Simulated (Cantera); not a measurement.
What does this Cantera script print?

```python
import numpy as np
import cantera as ct

gas = ct.Solution("gri30.yaml")
gas.TPX = 1325, 330000, {'CH2O': 0.014, 'O2': 0.051, 'N2': 1}
reactor = ct.IdealGasConstPressureReactor(gas, energy="off", clone=False)
net = ct.ReactorNet([reactor])
net.rtol, net.atol = 1e-08, 1e-18
show = ['CH2O', 'O2', 'CH2CO', 'CH4', 'CO2']
times = np.geomspace(0.0001, 30, 9)

steps = ct.SolutionArray(gas, extra=["t"])
rows = []
print(f"{'t/s':>10s}{'T/K':>9s}{'P/Pa':>11s}" + "".join(f"{s:>11s}" for s in show))
for t in times:
    while net.time < t:
        t_next = net.step()
        steps.append(gas.state, t=t_next)
    rows.append([np.interp(t, steps.t, y) for y in (steps.T, steps.P, *steps(*show).X.T)])
    print(f"{t:10.3e}{rows[-1][0]:9.1f}{rows[-1][1]:11.4g}" + "".join(f"{x:11.3e}" for x in rows[-1][2:]))
rate = np.gradient(steps.T, steps.t)
print("integrator steps:", len(steps.t))
if steps.T.max() > steps.T[0] + 200:
    print(f"time of steepest temperature rise: {steps.t[rate.argmax()]:.4e} s")
gas.TPX = 1325, 330000, {'CH2O': 0.014, 'O2': 0.051, 'N2': 1}
gas.equilibrate("TP")
print(f"equilibrium (TP): T = {gas.T:.1f} K  " + "  ".join(f"{s} {gas[s].X[0]:.3e}" for s in show))
```

It prints:

```
       t/s      T/K       P/Pa       CH2O         O2      CH2CO        CH4        CO2
 1.000e-04   1325.0    3.3e+05  1.038e-02  4.634e-02  5.013e-11  9.922e-10  1.368e-05
 4.838e-04   1325.0    3.3e+05  1.339e-11  3.865e-02  4.925e-15  1.435e-12  4.707e-03
 2.340e-03   1325.0    3.3e+05  1.702e-13  3.545e-02  2.047e-19  2.515e-19  1.160e-02
 1.132e-02   1325.0    3.3e+05  9.713e-17  3.477e-02  1.769e-22  4.885e-20  1.306e-02
 5.477e-02   1325.0    3.3e+05  5.081e-20  3.474e-02 -1.148e-24  2.718e-20  1.314e-02
 2.650e-01   1325.0    3.3e+05  7.765e-20  3.474e-02 -2.775e-27  1.234e-21  1.315e-02
 1.282e+00   1325.0    3.3e+05  7.847e-23  3.474e-02  9.472e-29  1.308e-28  1.315e-02
 6.201e+00   1325.0    3.3e+05  7.846e-23  3.474e-02  7.210e-29  1.270e-28  1.315e-02
 3.000e+01   1325.0    3.3e+05  7.846e-23  3.474e-02  1.924e-29  9.696e-29  1.315e-02
integrator steps: 1980
equilibrium (TP): T = 1325.0 K  CH2O 7.870e-23  O2 3.464e-02  CH2CO 3.960e-40  CH4 5.528e-35  CO2 1.315e-02
```

Cantera simulation using GRI-Mech 3.0 (53 species, 325 reactions); the numbers are that mechanism's predictions, not measurements.
